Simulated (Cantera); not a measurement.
Mixture: CO : H2 : CH4 : O2 : N2 = 1 : 0.25 : 0.55 : 1.57 : 4.55 (molar parts), equivalence ratio 1.1, at 0.370 bar, adiabatic and at constant pressure. Ignition delay is the time to a rise of 400 K.

Detailed kinetics in Cantera: GRI-Mech 3.0 (53 species, 325 reactions).

Question: Predict: delay at 1225 K; delay at 1300 K; delay at 1375 K; delay at 1450 K; delay at 1525 K; delay at 1600 K; apparent activation energy between 1450 and 1600 K.

Answer: 
```json
{
 "delay at 1225 K": "3.23 ms",
 "delay at 1300 K": "1.74 ms",
 "delay at 1375 K": "1.02 ms",
 "delay at 1450 K": "0.638 ms",
 "delay at 1525 K": "0.423 ms",
 "delay at 1600 K": "0.292 ms",
 "apparent activation energy between 1450 and 1600 K": "100 kJ/mol"
}
```
